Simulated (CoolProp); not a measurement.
Vapour-liquid equilibrium of R227EA (1) + isobutene (2) at 299.4 K; x and y are mole fractions of (1).

Model: multi-fluid Helmholtz-energy mixture model, Lemmon 2016 and Lemmon 2005; pair parameters Bell 2016, in CoolProp.

```csv
x,"bubble pressure, mixture model (bar)","bubble pressure, Raoult's law (bar)","y, mixture model","y, Raoult's law"
0.05,3.632,3.245,0.157,0.073
0.125,4.134,3.361,0.297,0.176
0.2,4.473,3.478,0.383,0.272
0.275,4.708,3.595,0.444,0.361
0.35,4.873,3.712,0.492,0.445
0.425,4.993,3.829,0.533,0.524
0.5,5.078,3.945,0.573,0.599
0.575,5.134,4.062,0.614,0.669
0.65,5.160,4.179,0.658,0.735
0.725,5.153,4.296,0.709,0.797
0.8,5.106,4.412,0.769,0.856
0.875,5.011,4.529,0.841,0.913
0.95,4.860,4.646,0.929,0.966
```

The largest gap from Raoult's law is +31.3 % in bubble pressure, at x = 0.35. y crosses x between x = 0.65 and 0.725: the model has an azeotrope there.

The pair parameters rest on a limited set of measurements; away from them the model extrapolates.
